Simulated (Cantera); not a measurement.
A closed system holds: 1 mol Al(CH3)3, 0.43 mol O2, 3.3 mol N2, equilibrated at 1100 K and 0.120 bar.

Method: chemical equilibrium by Gibbs-energy minimisation in Cantera with the NASA 1993 tables (ideal gas, pure condensed phases). Candidate condensed phases: Al, AlN, Al2O3, C, C6H6, C7H8, C8H18, H2O; 148 gas species. The feed counts by its element totals alone. Mutual solubility and eutectic melting of coexisting phases are not modelled. The numbers say what is thermodynamically allowed, not how fast it happens.

Base state: H2 0.591, N2 0.407, CH4 0.00150, CO 5.29e-5, NH3 1.11e-5, HCN 1.09e-5 (mole fractions); condensed: AlN(s) + Al2O3(s) + C(graphite).

What changes in the equilibrium state with this change: O2 from 0.43 to 1.2 mol?


| species | before | after |
|---|---|---|
| H2 | 0.591 | 0.515 |
| N2 | 0.407 | 0.380 |
| CO | 5.29e-5 | 0.103 |
| CO2 | <1e-9 | 0.000112 |
| H2O | 3.36e-7 | 0.000569 |
| CH4 | 0.00150 | 0.00114 |
| AlN(s), mol | 0.427 | 0 |
| Al2O3(s), mol | 0.287 | 0.500 |
| C(graphite), mol | 2.99 | 2.10 |

What changes in the equilibrium state with this change: pressure from 0.120 bar to 0.00650 bar?


```json
[
 {"species": "H2", "before": "0.591", "after": "0.593"},
 {"species": "N2", "before": "0.407", "after": "0.407"},
 {"species": "CO", "before": "5.29e-5", "after": "0.000369"},
 {"species": "CH4", "before": "0.00150", "after": "8.20e-5"},
 {"species": "NH3", "before": "1.11e-5", "after": "6.01e-7"},
 {"species": "HCN", "before": "1.09e-5", "after": "1.09e-5"},
 {"species": "AlN(s), mol", "before": "0.427", "after": "0.429"},
 {"species": "Al2O3(s), mol", "before": "0.287", "after": "0.286"},
 {"species": "C(graphite), mol", "before": "2.99", "after": "3.00"}
]
```
